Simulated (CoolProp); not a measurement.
p-xylene along the isobar 4.77 MPa: density (kg/m³) from the reference equation and from simpler models built on Tc = 616.2 K, pc = 3.532 MPa, ω = 0.324; each cubic takes its own stable root.

Values from CoolProp's reference Helmholtz-energy equation of state, Zhou 2012.

```
T (K)   phase  reference
-----  ------  ---------
360.1  liquid      807.0
365    liquid      802.7
370    liquid      798.2
374.9  liquid      793.9
379.9  liquid      789.4
384.8  liquid      785.0
389.8  liquid      780.4
394.8  liquid      775.9
399.7  liquid      771.4
404.7  liquid      766.7
409.6  liquid      762.2
414.6  liquid      757.5
419.5  liquid      752.8
424.5  liquid      748.0
429.4  liquid      743.3
```

**Question.** How far does each simpler model (van der Waals, Redlich-Kwong, Soave-Redlich-Kwong, Peng-Robinson) lie from the reference over these 15 states: mean and median of the absolute difference, and the worst?

**Answer.** 
- van der Waals: mean 41.6 %, median 41.6 %, worst -42.0 % at 360.1 K and 4.77 MPa
- Redlich-Kwong: mean 15.7 %, median 15.7 %, worst -16.0 % at 429.4 K and 4.77 MPa
- Soave-Redlich-Kwong: mean 12.4 %, median 12.4 %, worst -12.7 % at 360.1 K and 4.77 MPa
- Peng-Robinson: mean 1.3 %, median 1.2 %, worst -1.7 % at 360.1 K and 4.77 MPa
